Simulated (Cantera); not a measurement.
An isothermal, constant-pressure homogeneous reactor starts with 87.1 % NO, 12.2 % N2, 0.749 % H2O, at 1875 K and 0.133 bar.

Detailed kinetics in Cantera: GRI-Mech 3.0 (53 species, 325 reactions).

Problem. Predict: x(NO) at 10.0 s; x(NO2) at 10.0 s; x(N2O) at 10.0 s; x(O2) at 10.0 s; x(O) at 10.0 s; x(N2) at 10.0 s.

Solution. 
```json
{
 "x(NO) at 10.0 s": "0.280 (gas-phase equilibrium 0.00641)",
 "x(NO2) at 10.0 s": "0.000260 (gas-phase equilibrium 7.22e-6)",
 "x(N2O) at 10.0 s": "2.40e-5 (gas-phase equilibrium 1.12e-7)",
 "x(O2) at 10.0 s": "0.295 (gas-phase equilibrium 0.432)",
 "x(O) at 10.0 s": "0.000364 (gas-phase equilibrium 0.000435)",
 "x(N2) at 10.0 s": "0.417 (gas-phase equilibrium 0.554)"
}
```
